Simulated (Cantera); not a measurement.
A Cantera script and its output.

```python
import numpy as np
import cantera as ct

gas = ct.Solution("h2o2.yaml")
gas.TPX = 1450, 1800, {'H2': 0.0053, 'O2': 1}
reactor = ct.IdealGasConstPressureReactor(gas, energy="off", clone=False)
net = ct.ReactorNet([reactor])
net.rtol, net.atol = 1e-08, 1e-18
show = ['H2', 'O2', 'OH', 'H2O', 'HO2', 'H2O2', 'O']
times = np.geomspace(5e-05, 2, 9)

steps = ct.SolutionArray(gas, extra=["t"])
rows = []
print(f"{'t/s':>10s}{'T/K':>9s}{'P/Pa':>11s}" + "".join(f"{s:>11s}" for s in show))
for t in times:
    while net.time < t:
        t_next = net.step()
        steps.append(gas.state, t=t_next)
    rows.append([np.interp(t, steps.t, y) for y in (steps.T, steps.P, *steps(*show).X.T)])
    print(f"{t:10.3e}{rows[-1][0]:9.1f}{rows[-1][1]:11.4g}" + "".join(f"{x:11.3e}" for x in rows[-1][2:]))
rate = np.gradient(steps.T, steps.t)
print("integrator steps:", len(steps.t))
if steps.T.max() > steps.T[0] + 200:
    print(f"time of steepest temperature rise: {steps.t[rate.argmax()]:.4e} s")
gas.TPX = 1450, 1800, {'H2': 0.0053, 'O2': 1}
gas.equilibrate("TP")
print(f"equilibrium (TP): T = {gas.T:.1f} K  " + "  ".join(f"{s} {gas[s].X[0]:.3e}" for s in show))
```

It prints:

```
       t/s      T/K       P/Pa         H2         O2         OH        H2O        HO2       H2O2          O
 5.000e-05   1450.0       1800  5.272e-03  9.947e-01  1.236e-08  7.770e-10  1.614e-08  1.414e-12  1.253e-08
 1.880e-04   1450.0       1800  5.272e-03  9.947e-01  6.713e-08  1.698e-08  6.063e-08  1.833e-11  7.046e-08
 7.071e-04   1450.0       1800  5.271e-03  9.947e-01  5.685e-07  4.382e-07  2.267e-07  1.943e-10  6.338e-07
 2.659e-03   1450.0       1800  5.103e-03  9.946e-01  9.768e-05  1.176e-04  7.222e-07  1.187e-09  1.129e-04
 1.000e-02   1450.0       1800  1.134e-05  9.896e-01  7.857e-04  4.831e-03  2.415e-07  5.148e-09  4.688e-03
 3.761e-02   1450.0       1800  1.037e-05  9.898e-01  7.643e-04  4.846e-03  2.344e-07  5.011e-09  4.470e-03
 1.414e-01   1450.0       1800  8.793e-06  9.906e-01  7.042e-04  4.888e-03  2.136e-07  4.660e-09  3.762e-03
 5.318e-01   1450.0       1800  5.209e-06  9.923e-01  5.426e-04  4.991e-03  1.577e-07  3.617e-09  2.187e-03
 2.000e+00   1450.0       1800  1.506e-06  9.940e-01  2.921e-04  5.135e-03  7.432e-08  1.748e-09  6.158e-04
integrator steps: 857
equilibrium (TP): T = 1450.0 K  H2 3.751e-08  O2 9.947e-01  OH 4.622e-05  H2O 5.263e-03  HO2 3.620e-08  H2O2 1.085e-10  O 1.502e-05
```

Computed with Cantera and the H2/O2 subset of GRI-Mech 3.0, which has no nitrogen chemistry. Radical loss at walls, strong at low pressure, is not modelled.
